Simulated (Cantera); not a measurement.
A closed system holds: 1 mol PbO, 0.051 mol H₂, 0.16 mol N₂, at 0.0133 bar.

Cantera equilibrium calculation (NASA polynomials, part measured and part estimated; ideal gas, pure solids and liquids). Candidate condensed phases: H₂O, Pb, PbO, PbO₂, Pb₃O₄; 27 gas species. Each liquid is taken as pure. Mutual solubility and eutectic melting of coexisting phases are not modelled. Gases not in the tables: (PbO)n polymers. Equilibrium is a limit: real reactors are often held back by kinetics, nucleation or transport.

x: gas mole fraction; n: condensed amount in mol.

| T (°C) | x N₂ | x PbO | x H₂O | x Pb | x O₂ | n Pb(s) | n PbO(red) | n Pb(l) | n PbO(yellow) | n PbO(l) |
|---|---|---|---|---|---|---|---|---|---|---|
| 250 | 0.758 | <1e-12 | 0.242 | 1.29e-12 | <1e-12 | 0.0510 | 0.949 | 0 | 0 | 0 |
| 350 | 0.758 | <1e-12 | 0.242 | 1.56e-9 | <1e-12 | 0 | 0.949 | 0.0510 | 0 | 0 |
| 450 | 0.758 | 5.81e-11 | 0.242 | 2.32e-7 | <1e-12 | 0 | 0.949 | 0.0510 | 0 | 0 |
| 550 | 0.758 | 1.70e-8 | 0.242 | 1.01e-5 | <1e-12 | 0 | 0 | 0.0510 | 0.949 | 0 |
| 650 | 0.758 | 1.41e-6 | 0.242 | 0.000190 | <1e-12 | 0 | 0 | 0.0510 | 0.949 | 0 |
| 750 | 0.757 | [?] | 0.241 | [?] | [?] | 0 | 0 | 0.0506 | 0.949 | 0 |
| 850 | 0.747 | 0.000858 | 0.238 | 0.0137 | 8.07e-9 | 0 | 0 | 0.0481 | 0.949 | 0 |
| 950 | 0.701 | [?] | 0.223 | [?] | [?] | 0 | 0 | [?] | 0 | 0.947 |
| 1050 | 0.580 | 0.0501 | 0.185 | 0.185 | 8.95e-6 | 0 | 0 | 0 | 0 | 0.935 |
| 1150 | 0.465 | 0.234 | 0.148 | 0.151 | 0.00147 | 0 | 0 | 0 | 0 | 0.867 |
| 1250 | 0.125 | 0.642 | 0.0399 | 0.142 | 0.0509 | 0 | 0 | 0 | 0 | 0 |

Question: What belongs in the gaps?

Answer: 
- 950, x PbO: 0.00814
- 950, x Pb: 0.0681
- 950, x O₂: 2.67e-7
- 950, n Pb(l): 0.0354
- 750, x PbO: 4.82e-5
- 750, x Pb: 0.00200
- 750, x O₂: 8.57e-11
